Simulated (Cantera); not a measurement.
Equilibrium for chlorosilane synthesis and conversion: SiCl4 + Cl2 + H2

A closed system holds: 1 mol SiCl4, 0.67 mol Cl2, 2.1 mol H2, held at 1198.15 K and 6.30 bar.

Method: chemical equilibrium by Gibbs-energy minimisation in Cantera with the NASA 1993 tables (ideal gas, pure condensed phases). Candidate condensed phases: Si; 19 gas species. The tables' values for SiCl3 are old estimates; treat these amounts as uncertain. The numbers say what is thermodynamically allowed, not how fast it happens.

```
Quantity                             Result
--------------------------------  ---------
x(H2)                                 0.372
x(HCl)                                0.363
x(SiCl4)                              0.257
x(SiHCl3)                           0.00709
x(SiCl3)                           0.000672
x(SiH2Cl2)                          2.55e-5
x(SiCl2)                            1.55e-5
gas amount                        3.771 mol
log10 activity of Si(s) (absent)      -4.73
```
